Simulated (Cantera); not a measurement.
Cantera run, input and output.

```python
import numpy as np
import cantera as ct

gas = ct.Solution("gri30.yaml")


def delay(T, t_max=10):
    gas.TPX = T, 1000000, {'CH4': 1, 'CO': 0.13, 'O2': 1.21, 'N2': 4.57}
    reactor = ct.IdealGasConstPressureReactor(gas, clone=False)
    net = ct.ReactorNet([reactor])
    net.rtol, net.atol = 1e-8, 1e-16
    while net.time < t_max:
        t_old, T_old = net.time, reactor.T
        net.step()
        if reactor.T > T + 400:  # ignition: a rise of 400 K
            return t_old + (T + 400 - T_old) / (reactor.T - T_old) * (net.time - t_old)
    return np.nan


taus = []
for T in [1125, 1175, 1225, 1275, 1325, 1375, 1425]:
    taus.append(delay(T))
    print(f"T0 = {T:6g} K   tau = {taus[-1]:.4e} s")
```

Result:

```
T0 =   1125 K   tau = 2.2547e-02 s
T0 =   1175 K   tau = 1.1157e-02 s
T0 =   1225 K   tau = 5.7649e-03 s
T0 =   1275 K   tau = 3.0883e-03 s
T0 =   1325 K   tau = 1.7063e-03 s
T0 =   1375 K   tau = 9.6822e-04 s
T0 =   1425 K   tau = 5.6224e-04 s
```

Detailed kinetics in Cantera: GRI-Mech 3.0 (53 species, 325 reactions).
